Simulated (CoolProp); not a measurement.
The numbers come from the reference Helmholtz-energy equation of state, Lemmon 2005 in CoolProp. It is a short technical equation, of lower accuracy than the large ones.

Task: Give the vapour pressure (MPa), vapour density (kg/m³), surface tension (mN/m) of saturated trans-2-butene at 370.2 K.

Result: 
| T (K) | p (MPa) | vapour density (kg/m³) | surface tension (mN/m) |
|---|---|---|---|
| 370.2 | 1.42 | 34.7 | 4.99 |

Surface tension comes from a separate correlation (Mulero 2014).
